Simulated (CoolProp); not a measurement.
R22 along the isotherm -6.35 °C: fugacity coefficient from the reference equation and from simpler models built on Tc = 96.1 °C, pc = 4990 kPa, ω = 0.221; each cubic takes its own stable root.

Computed with CoolProp (reference Helmholtz-energy equation of state, Kamei 1995).

```tsv
p (kPa)	phase	reference	van der Waals	Redlich-Kwong	Soave-Redlich-Kwong
78.9	gas	0.9835	0.9900	0.9867	0.9856
150	gas	0.9687	0.9809	0.9747	0.9726
284	gas	0.9407	0.9639	0.9522	0.9482
538	liquid	0.6884	0.9316	0.9096	0.6981
1020	liquid	0.3684	0.8699	0.5103	0.3741
1930	liquid	0.2000	0.5363	0.2782	0.2038
3660	liquid	0.1111	0.3077	0.1556	0.1137
6940	liquid	0.06453	0.1898	0.09159	0.06673
13200	liquid	0.04074	0.1335	0.05915	0.04287
25000	liquid	0.03018	0.1194	0.04551	0.03272
```

At some of these states van der Waals, Redlich-Kwong gives the other phase, because its saturation line lies elsewhere.
